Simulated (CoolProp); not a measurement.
1-butene at several states: density (kg/m³) from the reference equation and from simpler models built on Tc = 419.3 K, pc = 40.06 bar, ω = 0.192; each cubic takes its own stable root.

Computed with CoolProp (reference Helmholtz-energy equation of state, Lemmon 2005). It is a short technical equation, of lower accuracy than the large ones.

```tsv
T (K)	p (bar)	phase	reference
520.9	15.6	gas	21.67
109.9	1.24	liquid	793.8
328.5	173	liquid	583.0
443.2	14.3	gas	24.50
```

Problem. How far does each simpler model (van der Waals, Redlich-Kwong, Soave-Redlich-Kwong, Peng-Robinson) lie from the reference over these 4 states: mean and median of the absolute difference, and the worst?

Solution. 
- van der Waals: mean 18.7 %, median 16.9 %, worst -40.5 % at 109.9 K and 1.24 bar
- Redlich-Kwong: mean 4.8 %, median 3.9 %, worst -11.5 % at 109.9 K and 1.24 bar
- Soave-Redlich-Kwong: mean 4.6 %, median 3.1 %, worst -11.7 % at 109.9 K and 1.24 bar
- Peng-Robinson: mean 2.2 %, median 1.1 %, worst +5.9 % at 328.5 K and 173 bar
